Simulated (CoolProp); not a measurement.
Model: reference Helmholtz-energy equation of state, Lemmon 2006, in CoolProp. It is a short technical equation, of lower accuracy than the large ones.

Q: For n-nonane, give the phase and the density (kg/m³), Joule-Thomson coefficient (K/MPa), expansivity (1/kK) at 326.85 °C and 78.4 bar; 326.85 °C and 107 bar.

A: 
- 326.85 °C and 78.4 bar: supercritical; density 451, Joule-Thomson coefficient 0.427, expansivity 2.76
- 326.85 °C and 107 bar: supercritical; density 472, Joule-Thomson coefficient 0.192, expansivity 2.17
